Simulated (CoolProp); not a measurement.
A single-stage vapour-compression cycle with R124: evaporating at 220.15 K (dew point), condensing at 260.15 K (bubble point), superheat 5 K, subcooling 2 K, compressor efficiency 0.7, no pressure losses. Each further row changes one setting.

Model: reference Helmholtz-energy equation of state, de Vries 1995, in CoolProp.

```csv
case,cooling COP,pressure ratio,discharge temperature (K),refrigerating effect (kJ/kg),volumetric capacity (kJ/m³)
as stated,3.36,7.88,292.7,148,134
evaporating temperature 225.15 K,4.01,5.80,288.1,151,182
condensing temperature 255.15 K,3.93,6.35,285.4,153,139
subcooling 7 K,3.48,7.88,292.7,153,139
superheat 15 K,3.36,7.88,303.9,154,133
compressor efficiency 0.6,2.88,7.88,302.6,148,134
```
